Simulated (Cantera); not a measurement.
Input: 1 mol CuO, 3.5 mol CH₄, 14 mol H₂, at 0.133 bar.

Method: chemical equilibrium by Gibbs-energy minimisation in Cantera with the NASA 1993 tables (ideal gas, pure condensed phases). Candidate condensed phases: C, C₆H₆, C₇H₈, C₈H₁₈, Cu, CuO, Cu(OH)₂, Cu₂O, H₂O; 113 gas species. Equilibrium is a limit: real reactors are often held back by kinetics, nucleation or transport.

Problem. Which condensed phases are stable at each of these points (T (K)): 1175, 1225, 1275, 1325, 1375, 1425, 1475, 1525, 1575, 1625, 1675?

Solution. 
```csv
T (K),condensed phases,Cu condensed (%)
1175,C(graphite) + Cu(s),100.0
1225,C(graphite) + Cu(s),100.0
1275,C(graphite) + Cu(s),100.0
1325,C(graphite) + Cu(s),100.0
1375,C(graphite) + Cu(l),100.0
1425,C(graphite) + Cu(l),100.0
1475,C(graphite) + Cu(l),99.9
1525,C(graphite) + Cu(l),99.8
1575,C(graphite) + Cu(l),99.5
1625,C(graphite) + Cu(l),99.1
1675,C(graphite) + Cu(l),98.1
```

From 1175 K to 1325 K the condensed part is C(graphite) + Cu(s). From 1375 K to 1675 K the condensed part is C(graphite) + Cu(l).
